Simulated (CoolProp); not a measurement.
Vapour-liquid equilibrium of CHF3 (R23) (1) + R134a (2) at 0.0661 MPa; x and y are mole fractions of (1).

The numbers come from the multi-fluid Helmholtz-energy mixture model, Penoncello 2003 and Tillner-Roth 1994; pair parameters Bell 2016 in CoolProp.

Task: Give the bubble temperature and the first vapour's composition at x = 0.05, 0.2, 0.8. Is there an azeotrope?

Result: x = 0.05: -44.2 °C, y = 0.404; x = 0.2: -61.4 °C, y = 0.818; x = 0.8: -85.4 °C, y = 0.993. No azeotrope shows between x = 0.05 and 0.95.

The pair parameters rest on a limited set of measurements; away from them the model extrapolates.
